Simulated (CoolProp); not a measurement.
The fluid at 314 K and 5.15 MPa (stagnation) flows isentropically through a choked orifice. The same conditions are run with several fluids, on thermodynamics alone (safety and materials aside).

Model: reference Helmholtz-energy equation of state of each fluid (C2F6 (R116): Lemmon 2006; methane: Setzmann 1991; normal hydrogen: Leachman 2009), in CoolProp.

Task: Rank C2F6 (R116), methane, normal hydrogen by throat to inlet pressure ratio, highest first.

Result: C2F6 (R116) (0.644), methane (0.540), normal hydrogen (0.521)

```
fluid            mass flux (kg/(m² s))  throat temperature (K)
---------------  ---------------------  ----------------------
C2F6 (R116)                      39100                   297.4
methane                           8910                   269.1
normal hydrogen                   3090                   259.9
```
